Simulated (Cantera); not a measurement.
An isothermal, constant-pressure homogeneous reactor starts with CH₄ : H₂O = 1 : 0.42 (molar parts), at 1375 K and 13300 Pa.

Model: GRI-Mech 3.0 (53 species, 325 reactions), integrated in Cantera. GRI-Mech 3.0 stops at C3 and has no aromatics, soot or wall deposition, so with more carbon than oxygen in the feed, carbon stays in small species such as C2H2 where larger ones or solid carbon would form.

Predict: x(CH₄) at 30.0 s; x(H₂O) at 30.0 s; x(CO) at 30.0 s; x(CH₂CO) at 30.0 s.


```json
{
  "x(CH₄) at 30.0 s": "0.289 (gas-phase equilibrium 0.0734)",
  "x(H₂O) at 30.0 s": "0.218 (gas-phase equilibrium 2.88e-7)",
  "x(CO) at 30.0 s": "0.00484 (gas-phase equilibrium 0.160)",
  "x(CH₂CO) at 30.0 s": "1.40e-5 (gas-phase equilibrium 1.07e-7)"
}
```
